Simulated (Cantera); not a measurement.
Source: NASA polynomial tables (part measured, part estimated), evaluated in Cantera. Values are per mole of reaction as written; species without (g) are pure solids or liquids, kept so even where they would boil at 1 bar.

Problem. Between 498 and 1173 K, where is each reaction favourable under standard conditions?
- 2 NO(g) = 2 O(g) + N2(g)
- 3 N2(g) + 4 SO3(g) = 6 NO2(g) + 2 S2(g)

Solution. 
- 2 NO(g) = 2 O(g) + N2(g): ΔG° is 269 kJ at 498 K and 200 kJ at 1173 K; it stays positive (K < 1). ΔH° is 324 kJ and ΔS° 106 J/K at 1173 K.
- 3 N2(g) + 4 SO3(g) = 6 NO2(g) + 2 S2(g): ΔG° is 1898 kJ at 498 K and 1704 kJ at 1173 K; it stays positive (K < 1). ΔH° is 2037 kJ and ΔS° 284 J/K at 1173 K.
